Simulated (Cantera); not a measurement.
A closed system holds: 1 mol MgSO₄, 0.22 mol H₂O, a varied amount of H₂, at 1077 °C and 25.0 Pa.

These are equilibrium values from Cantera (NASA tables, ideal gas, pure condensed phases), not measurements of a reactor. Candidate condensed phases: H₂O, H₂SO₄, Mg, MgO, Mg(OH)₂, MgS, MgSO₄, S; 26 gas species. Equilibrium is a limit: real reactors are often held back by kinetics, nucleation or transport.

### Question
At 0.62 mol H₂, list the 6 most abundant gas species with their mole fractions, and the condensed phases.

### Answer
SO₂ 0.492, H₂O 0.414, O₂ 0.0934, OH 0.000242, SO₃ 0.000209, H₂ 1.75e-5. Condensed: MgO(s).
